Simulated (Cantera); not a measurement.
An isothermal plug-flow reactor at 625 K and 1.00 bar (inlet), inlet velocity 0.51 m/s, active area per volume 1000 1/m; feed H2 : O2 : N2 = 0.0017 : 0.039 : 0.79 (molar parts), equivalence ratio 0.022.

Cantera simulation using Deutschmann's 1995 Pt surface mechanism with GRI-Mech 3.0 gas chemistry; the numbers are that mechanism's predictions, not measurements. Catalytic surfaces can have several steady states; this one follows from the mechanism file's or the stated starting coverage. Mass transfer to the wall is taken as infinitely fast.

x: gas mole fraction; θ: surface coverage.

```csv
z (m),x H2,x O2,x H2O,θ free Pt,θ O*,θ OH*
0.00018,0.00115,0.0465,0.000901,0.0415,0.956,0.00253
0.00039,0.000756,0.0463,0.00129,0.0275,0.970,0.00225
0.00085,0.000431,0.0462,0.00162,0.0159,0.982,0.00183
0.0018,…,0.0461,0.00182,…,0.990,…
0.0039,0.000103,0.0460,0.00195,0.00479,0.994,0.00106
0.0085,3.78e-5,0.0460,0.00201,0.00305,0.996,0.000858
0.018,…,0.0460,0.00204,…,0.997,…
```

Some entries are withheld; supply them.


- 0.0018, x H2: 0.000225
- 0.0018, θ free Pt: 0.00873
- 0.0018, θ OH*: 0.00140
- 0.018, x H2: 8.54e-6
- 0.018, θ free Pt: 0.00243
- 0.018, θ OH*: 0.000769
